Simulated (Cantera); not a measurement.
Feed: 1 mol V2O3, 2.4 mol H2, at 1348.15 K and 0.00270 bar.

Equilibrium computed with Cantera from the NASA thermochemical tables; the gas is ideal and each condensed phase is pure. Candidate condensed phases: H2O, V, VO, V2O3, V2O4, V2O5; 12 gas species. Mutual solubility and eutectic melting of coexisting phases are not modelled. VO: taken at fixed stoichiometry. Condensed phases not in the tables: the oxides between V2O3 and V2O5 other than VO2. Equilibrium is a limit: real reactors are often held back by kinetics, nucleation or transport.

Base state: H2 0.999, H2O 0.00142, H 4.46e-5 (mole fractions); condensed: VO(s) + V2O3(s).

Problem. What changes in the equilibrium state with this change: temperature from 1348.15 K to 2175 K?

Solution. 
```
species        before     after
------------  -------  --------
H2              0.999     0.789
H             4.46e-5    0.0834
VO2           1.20e-9    0.0671
H2O           0.00142    0.0526
VO              <1e-9   0.00726
OH            1.02e-9  0.000747
V               <1e-9   8.89e-5
VO(s), mol    0.00683         0
V2O3(s), mol    0.997     0.673
VO(l), mol          0     0.452
```
